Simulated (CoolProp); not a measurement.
R115 at several states: fugacity coefficient from the reference equation and from simpler models built on Tc = 353.1 K, pc = 31.29 bar, ω = 0.248; each cubic takes its own stable root.

Values from CoolProp's reference Helmholtz-energy equation of state, Lemmon 2016.

```csv
T (K),p (bar),phase,reference,van der Waals,Redlich-Kwong,Soave-Redlich-Kwong,Peng-Robinson
396.2,13.6,gas,0.9050,0.9038,0.8970,0.9034,0.8905
425.7,56,supercritical,0.7159,0.6802,0.6893,0.7267,0.6935
426.8,0.156,gas,0.9991,0.9991,0.9990,0.9991,0.9990
194.6,4.03,liquid,0.02876,0.3894,0.06197,0.02830,0.02946
```
